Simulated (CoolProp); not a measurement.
Properties of R245ca along the isobar 0.101 MPa (Tc = 174.4 °C, pc = 3.941 MPa, ω = 0.355).

Values from CoolProp's reference Helmholtz-energy equation of state, Zhou 2016.

| T (°C) | phase | density (kg/m³) | cv (kJ/(kg K)) | Joule-Thomson coefficient (K/MPa) | isothermal compressibility (1/MPa) |
|---|---|---|---|---|---|
| 93.55 | gas | 4.524 | 0.9712 | 14.19 | 10.09 |
| 99.15 | gas | 4.451 | 0.9811 | 13.49 | 10.08 |
| 104.65 | gas | 4.382 | ? | 12.86 | 10.07 |
| 110.25 | gas | 4.315 | 1.000 | 12.25 | 10.06 |
| 115.75 | gas | 4.250 | 1.010 | 11.70 | 10.05 |
| 121.35 | gas | 4.187 | 1.019 | 11.17 | 10.04 |
| 126.85 | gas | 4.127 | 1.028 | 10.69 | 10.04 |
| 132.45 | gas | 4.067 | 1.037 | 10.22 | 10.03 |
| 137.95 | gas | 4.010 | 1.046 | 9.798 | 10.02 |
| 143.55 | gas | 3.954 | 1.054 | ? | 10.02 |
| 149.05 | gas | 3.900 | 1.063 | 9.019 | 10.01 |
| 154.65 | gas | 3.847 | 1.071 | 8.662 | 10.01 |
| 160.15 | gas | 3.797 | 1.079 | 8.332 | 10.00 |
| 165.75 | gas | 3.747 | 1.088 | ? | 9.999 |
| 171.25 | gas | 3.699 | 1.096 | 7.724 | 9.994 |
| 176.85 | gas | 3.651 | 1.104 | 7.444 | 9.990 |

Problem. Complete the blanks.

Solution. 
- 104.65, cv (kJ/(kg K)): 0.9907
- 143.55, Joule-Thomson coefficient (K/MPa): 9.393
- 165.75, Joule-Thomson coefficient (K/MPa): 8.016
